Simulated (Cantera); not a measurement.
A Cantera script and what it prints.

```python
import numpy as np
import cantera as ct

gas_names = """
    C CO CO2 C2 C2O C3 C3O2 C4 C5 Fe FeC5O5 FeO O O2 O3
""".split()
cond_names = """
    C(gr) Fe(a) Fe(c) Fe(d) Fe(L) FeC5O5(L) FeO(s) FeO(L) Fe2O3(s) Fe3O4(s)
""".split()


# ... load() reads the species with a 1 bar reference pressure and builds the phases ...
atoms = {
    'Fe3O4': {'Fe': 3, 'O': 4},
    'CO': {'C': 1, 'O': 1},
}
top_T = {'C(gr)': 4500, 'Fe2O3(s)': 1830, 'Fe3O4(s)': 1870}  # K; cautious upper limits of use, not melting points


# ... equilibrate(T, P, feed) seeds the gas with the atoms and calls Mixture.equilibrate('TP', solver="vcs", rtol=1e-11, max_steps=5000) ...
results = []
feed = {'Fe3O4': 1, 'CO': 1.7}  # mol
T = 1000  # K
P = 1333.22  # Pa
mix = equilibrate(T, P, feed)
results.append((T, P, feed, dict(zip(mix.species_names, mix.species_moles))))
x = sorted(zip(gas.X, gas.species_names), reverse=True)
print(f"T = {T:g} K  P = {P:g} Pa  gas = {mix.phase_moles(0):.4g} mol")
print("   x: " + "  ".join(f"{s} {v:.3e}" for v, s in x if v > 1e-05))
print("   condensed (mol): " + ("  ".join(f"{mix.phase(i).name} {mix.phase_moles(i):.4g}"
      for i in range(1, mix.n_phases) if mix.phase_moles(i) > 1e-12) or "none"))
```

Output:

```
T = 1000 K  P = 1333.22 Pa  gas = 1.7 mol
   x: CO2 5.882e-01  CO 4.118e-01
   condensed (mol): FeO(s) 3
```

Cantera equilibrium calculation (NASA polynomials, part measured and part estimated; ideal gas, pure solids and liquids). The tables' stoichiometric FeO is somewhat more stable than real wüstite, so its field is too wide. FeO: taken at fixed stoichiometry.
